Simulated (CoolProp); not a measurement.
Model: reference Helmholtz-energy equation of state, Fiedler 2023, in CoolProp.

Give the vapour pressure (kPa), enthalpy of vaporisation (kJ/kg), liquid cp (kJ/(kg K)) of saturated tetrahydrofuran at 116.35, 143.35, 224.35 °C.


| T (°C) | p (kPa) | enthalpy of vaporisation (kJ/kg) | liquid cp (kJ/(kg K)) |
|---|---|---|---|
| 116.35 | 408 | 376 | 2.11 |
| 143.35 | 738 | 350 | 2.25 |
| 224.35 | 2930 | 236 | 3.00 |
